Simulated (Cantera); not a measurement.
## Carbon deposition, reforming and gasification: C2H6 + CO2 + H2

Input: 1 mol C2H6, 3 mol CO2, 1 mol H2, at 875 K and 11.0 mbar.

Cantera equilibrium calculation (NASA polynomials, part measured and part estimated; ideal gas, pure solids and liquids). Candidate condensed phases: C, C6H6, C7H8, C8H18, H2O; 110 gas species. Rates play no part.

```json
{
  "x(CO)": "0.472",
  "x(H2)": "0.416",
  "x(CO2)": "0.0835",
  "x(H2O)": "0.0279",
  "x(CH4)": "0.000263",
  "gas_amount": "8.995 mol",
  "log10 activity of C(graphite) (absent)": "-0.50"
}
```
